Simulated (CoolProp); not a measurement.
Properties of hydrogen chloride along the isotherm 11.95 °C (Tc = 51.5 °C, pc = 8314 kPa, ω = 0.130).

Model: reference Helmholtz-energy equation of state, Thol 2018, in CoolProp.

```csv
p (kPa),phase,cv (kJ/(kg K)),speed of sound (m/s)
65.7,gas,0.5747,300.8
102,gas,0.5768,300.4
159,gas,0.5802,299.7
248,gas,0.5856,298.6
386,gas,0.5942,296.9
602,gas,0.6080,294.2
937,gas,0.6308,289.8
1460,gas,0.6698,282.7
2270,gas,0.7412,270.3
5510,liquid,0.9015,597.4
8570,liquid,0.8957,639.8
13300,liquid,0.8909,693.6
20800,liquid,0.8883,761.6
```
